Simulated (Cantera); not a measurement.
A closed system holds: 1 mol SiCl4, 0.013 mol C2H4, 400 mol H2, equilibrated at 11.0 mbar.

Cantera equilibrium calculation (NASA polynomials, part measured and part estimated; ideal gas, pure solids and liquids). Candidate condensed phases: C, C6H6, C7H8, C8H18, Si, SiC; 109 gas species. Mutual solubility and eutectic melting of coexisting phases are not modelled. Gases not in the tables: Si2H6 and higher silanes. Equilibrium is a limit: real reactors are often held back by kinetics, nucleation or transport.

**Question.** What share of the Si ends up in condensed phases as a function of T (K), at 1023, 1173, 1323, 1473, 1623, 1773, 1923, 2073, 2223, 2373, 2523?

**Answer.** 
| T (K) | Si condensed (%) | as |
|---|---|---|
| 1023 | 82.1 | Si(s) + SiC(s) |
| 1173 | 90.9 | Si(s) + SiC(s) |
| 1323 | 89.9 | Si(s) + SiC(s) |
| 1473 | 88.6 | Si(s) + SiC(s) |
| 1623 | 86.5 | Si(s) + SiC(s) |
| 1773 | 77.8 | Si(l) + SiC(s) |
| 1923 | 13.7 | Si(l) + SiC(s) |
| 2073 | 0.0 | - |
| 2223 | 0.0 | - |
| 2373 | 0.0 | - |
| 2523 | 0.0 | - |
